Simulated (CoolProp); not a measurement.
Values from CoolProp's reference Helmholtz-energy equation of state, Gedanitz 2015.

### Question
Give the vapour pressure (MPa), liquid density (kg/m³), vapour density (kg/m³), liquid cp (kJ/(kg K)) of saturated cyclopentane at 111.35, 134.95 °C.

### Answer
```csv
T (°C),p (MPa),liquid density (kg/m³),vapour density (kg/m³),liquid cp (kJ/(kg K))
111.35,0.540,646,13.4,2.29
134.95,0.883,615,21.8,2.45
```
